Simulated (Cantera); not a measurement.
What does this Cantera script print?

```python
import numpy as np
import cantera as ct

gas_names = """
    AL ALH ALN ALO ALOH ALO2 ALO2H AL2 AL2O AL2O2 H HALO HNO HNO2 HNO3 HO2 H2 H2O H2O2 N NH NH2 NH3
    NH2OH NO NO2 NO3 N2 N2H2 N2H4 N2O O OH O2 O3
""".split()
cond_names = """
    AL(cr) AL(L) ALN(s) AL2O3(a) AL2O3(L) H2O(s) H2O(L)
""".split()


# ... load() reads the species with a 1 bar reference pressure and builds the phases ...
atoms = {
    'Al2O3': {'AL': 2, 'O': 3},
    'H2': {'H': 2},
    'N2': {'N': 2},
}
top_T = {'ALN(s)': 2750}  # K; cautious upper limits of use, not melting points


# ... equilibrate(T, P, feed) seeds the gas with the atoms and calls Mixture.equilibrate('TP', solver="vcs", rtol=1e-11, max_steps=5000) ...
results = []
feed = {'Al2O3': 1, 'H2': 25, 'N2': 0.87}  # mol
T = 1548  # K
for P in [10, 68, 460, 3200, 22000, 150000, 1000000]:
    mix = equilibrate(T, P, feed)
    results.append((T, P, feed, dict(zip(mix.species_names, mix.species_moles))))
    x = sorted(zip(gas.X, gas.species_names), reverse=True)
    print(f"T = {T:g} K  P = {P:g} Pa  gas = {mix.phase_moles(0):.4g} mol")
    print("   x: " + "  ".join(f"{s} {v:.3e}" for v, s in x if v > 1e-06))
    print("   condensed (mol): " + ("  ".join(f"{mix.phase(i).name} {mix.phase_moles(i):.4g}"
          for i in range(1, mix.n_phases) if mix.phase_moles(i) > 1e-12) or "none"))
```

It prints:

```
T = 1548 K  P = 10 Pa  gas = 25.91 mol
   x: H2 9.634e-01  N2 3.358e-02  H 3.022e-03  H2O 1.432e-05  AL 9.065e-06
   condensed (mol): AL2O3(a) 0.9999
T = 1548 K  P = 68 Pa  gas = 25.89 mol
   x: H2 9.652e-01  N2 3.361e-02  H 1.160e-03  H2O 6.742e-06  AL 4.136e-06
   condensed (mol): AL2O3(a) 0.9999
T = 1548 K  P = 460 Pa  gas = 25.88 mol
   x: H2 9.659e-01  N2 3.362e-02  H 4.462e-04  H2O 3.216e-06  AL 1.859e-06
   condensed (mol): AL2O3(a) 1
T = 1548 K  P = 3200 Pa  gas = 25.87 mol
   x: H2 9.662e-01  N2 3.363e-02  H 1.692e-04  H2O 3.068e-06
   condensed (mol): ALN(s) 4.339e-05  AL2O3(a) 1
T = 1548 K  P = 22000 Pa  gas = 25.87 mol
   x: H2 9.663e-01  N2 3.363e-02  H 6.453e-05  H2O 5.833e-06  NH3 2.063e-06
   condensed (mol): ALN(s) 9.992e-05  AL2O3(a) 0.9999
T = 1548 K  P = 150000 Pa  gas = 25.87 mol
   x: H2 9.663e-01  N2 3.362e-02  H 2.472e-05  NH3 1.406e-05  H2O 1.106e-05
   condensed (mol): ALN(s) 0.0001907  AL2O3(a) 0.9999
T = 1548 K  P = 1e+06 Pa  gas = 25.87 mol
   x: H2 9.663e-01  N2 3.358e-02  NH3 9.370e-05  H2O 2.081e-05  H 9.572e-06
   condensed (mol): ALN(s) 0.0003588  AL2O3(a) 0.9998
```

Equilibrium computed with Cantera from the NASA thermochemical tables; the gas is ideal and each condensed phase is pure. Mutual solubility and eutectic melting of coexisting phases are not modelled.
